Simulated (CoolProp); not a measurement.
The fluid at 235.56 K and 0.791 MPa is throttled through a valve to 0.172 MPa with no heat exchange. The same conditions are run with several fluids, on thermodynamics alone (safety and materials aside).

Values from CoolProp's reference Helmholtz-energy equation of state of each fluid (carbon monoxide: Lemmon 2006; CF4 (R14): Platzer 1990; dry air: Lemmon 2000; fluorine: de Reuck 1990; ethylene: Smukala 2000). The equations of Platzer and Polt are older, rougher fits. Blends and air are pseudo-pure fits.

```tsv
fluid	temperature change (K)	final density (kg/m³)
carbon monoxide	?	2.49
CF4 (R14)	?	8.06
dry air	?	?
fluorine	?	?
ethylene	-12.5	?
```

**Question.** Complete the blanks.

**Answer.** 
- carbon monoxide, temperature change (K): -2.5
- CF4 (R14), temperature change (K): -6.2
- dry air, temperature change (K): -2.2
- dry air, final density (kg/m³): 2.57
- fluorine, temperature change (K): -1.9
- fluorine, final density (kg/m³): 3.37
- ethylene, final density (kg/m³): 2.67
